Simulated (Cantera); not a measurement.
An isothermal, constant-pressure homogeneous reactor starts with NO : N2 = 1 : 0.24 (molar parts), at 1500 K and 0.523 atm. Integrator tolerance rtol = 1e-08.

Cantera simulation using GRI-Mech 3.0 (53 species, 325 reactions); the numbers are that mechanism's predictions, not measurements.

### Question
What does this change do: temperature 1500 to 2075 K?

### Answer
```json
[
 {"quantity": "x(NO) at 1.00 s", "before": "0.800 (gas-phase equilibrium 0.00148)", "after": "0.101 (gas-phase equilibrium 0.0112)"},
 {"quantity": "x(O2) at 1.00 s", "before": "0.00277 (gas-phase equilibrium 0.402)", "after": "0.352 (gas-phase equilibrium 0.397)"},
 {"quantity": "x(N2) at 1.00 s", "before": "0.197 (gas-phase equilibrium 0.596)", "after": "0.546 (gas-phase equilibrium 0.591)"},
 {"quantity": "x(NO2) at 1.00 s", "before": "0.000540 (gas-phase equilibrium 7.97e-6)", "after": "0.000145 (gas-phase equilibrium 1.71e-5)"},
 {"quantity": "x(O) at 1.00 s", "before": "5.08e-7 (gas-phase equilibrium 3.56e-6)", "after": "0.000960 (gas-phase equilibrium 0.00101)"},
 {"quantity": "x(N2O) at 1.00 s", "before": "0.000210 (gas-phase equilibrium 5.75e-8)", "after": "4.24e-6 (gas-phase equilibrium 3.94e-7)"}
]
```
